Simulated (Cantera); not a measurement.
Charge: 1 mol Si, 0.96 mol Cl2, 1.3 mol H2, held at 500 °C and 0.250 bar.

Method: chemical equilibrium by Gibbs-energy minimisation in Cantera with the NASA 1993 tables (ideal gas, pure condensed phases). Candidate condensed phases: Si; 19 gas species. The tables' values for SiCl3 are old estimates; treat these amounts as uncertain. Rates play no part.

Base state: H2 0.706, SiCl4 0.222, SiHCl3 0.0688, SiH2Cl2 0.00164, HCl 0.00143, SiCl3 6.45e-5 (mole fractions); condensed: Si(s).

What changes in the equilibrium state with this change: pressure from 0.250 bar to 22.0 bar?


```tsv
species	before	after
H2	0.706	0.672
SiHCl3	0.0688	0.159
SiCl4	0.222	0.157
SiH2Cl2	0.00164	0.0123
SiH3Cl	8.87e-6	0.000217
SiCl3	6.45e-5	1.63e-5
HCl	0.00143	0.000418
Si(s), mol	0.489	0.442
```
